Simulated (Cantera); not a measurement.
A closed system holds: 1 mol Cr, 1.3 mol NH3, held at 62.0 mbar.

Method: chemical equilibrium by Gibbs-energy minimisation in Cantera with the NASA 1993 tables (ideal gas, pure condensed phases). Candidate condensed phases: Cr, CrN, Cr2N; 11 gas species. The numbers say what is thermodynamically allowed, not how fast it happens.

**Question.** At 2050 K, list the 4 most abundant gas species with their mole fractions, and the condensed phases.

**Answer.** H2 0.719, N2 0.241, Cr 0.0319, H 0.00773. Condensed: Cr(s).
